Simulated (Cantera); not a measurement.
A Cantera script and its output.

```python
import numpy as np
import cantera as ct

gas = ct.Solution("gri30.yaml")


def delay(T, t_max=10):
    gas.TPX = T, 1000000, {'CH4': 1, 'O2': 1.67, 'N2': 6.27}
    reactor = ct.IdealGasReactor(gas, clone=False)
    net = ct.ReactorNet([reactor])
    net.rtol, net.atol = 1e-8, 1e-16
    while net.time < t_max:
        t_old, T_old = net.time, reactor.T
        net.step()
        if reactor.T > T + 400:  # ignition: a rise of 400 K
            return t_old + (T + 400 - T_old) / (reactor.T - T_old) * (net.time - t_old)
    return np.nan


taus = []
for T in [1025, 1125, 1225, 1325, 1425, 1525, 1625, 1725, 1825]:
    taus.append(delay(T))
    print(f"T0 = {T:6g} K   tau = {taus[-1]:.4e} s")
```

It prints:

```
T0 =   1025 K   tau = 5.6880e-02 s
T0 =   1125 K   tau = 1.3024e-02 s
T0 =   1225 K   tau = 3.6182e-03 s
T0 =   1325 K   tau = 1.1356e-03 s
T0 =   1425 K   tau = 3.9250e-04 s
T0 =   1525 K   tau = 1.4719e-04 s
T0 =   1625 K   tau = 5.9682e-05 s
T0 =   1725 K   tau = 2.6339e-05 s
T0 =   1825 K   tau = 1.2738e-05 s
```

Detailed kinetics in Cantera: GRI-Mech 3.0 (53 species, 325 reactions).
